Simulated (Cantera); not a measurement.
Charge: 1 mol MgCO3, 0.15 mol H2S, 1.9 mol CO2, at 1148 K and 210 Torr.

These are equilibrium values from Cantera (NASA tables, ideal gas, pure condensed phases), not measurements of a reactor. Gases not in the tables: S3 to S7. The numbers say what is thermodynamically allowed, not how fast it happens.

| species | before | after |
|---|---|---|
| CO2 | 0.873 | 0.938 |
| H2S | 0.00468 | 0.0370 |
| H2O | 0.0413 | 0.0120 |
| CO | 0.0517 | 0.00143 |
| S2 | 0.0162 | 0.000800 |
| COS | 0.00371 | 0.0105 |
| SO | 1.78e-5 | <1e-9 |
| SO2 | 0.00699 | 2.41e-6 |
| SH | 1.51e-5 | 6.27e-9 |
| S2O | 0.000151 | 3.85e-7 |
| H2 | 0.00207 | 0.000176 |
| CS2 | 3.75e-6 | 2.82e-5 |
| MgO(s), mol | 1.00 | 1.00 |
Gas species are given as mole fractions.

### Question
Name the change that produced these shifts.
A. temperature from 1148 K to 1350 K
B. CO2 from 1.9 to 0.041 mol
C. temperature from 1148 K to 1400 K
D. temperature from 1148 K to 698 K

### Answer
D, temperature from 1148 K to 698 K
